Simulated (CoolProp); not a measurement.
A Linde-Hampson liquefier for ethane: isothermal reversible compression at 320 K from 1 atm to 5 MPa, throttling to 1 atm, return gas leaving the recuperator 10 K below the feed. Each further row changes one setting.

Model: reference Helmholtz-energy equation of state, Bücker 2006, in CoolProp.

```tsv
case	liquid yield per pass	compression work (kJ/kg of gas)
as stated	(withheld)	315
high pressure 10 MPa	0.418	(withheld)
warm-end temperature 350 K	(withheld)	(withheld)
warm-end gap 15 K	(withheld)	315
```

Question: Some entries are withheld; supply them.

Answer: 
- as stated, liquid yield per pass: 0.154
- high pressure 10 MPa, compression work (kJ/kg of gas): 338
- warm-end temperature 350 K, liquid yield per pass: 0.089
- warm-end temperature 350 K, compression work (kJ/kg of gas): 354
- warm-end gap 15 K, liquid yield per pass: 0.142
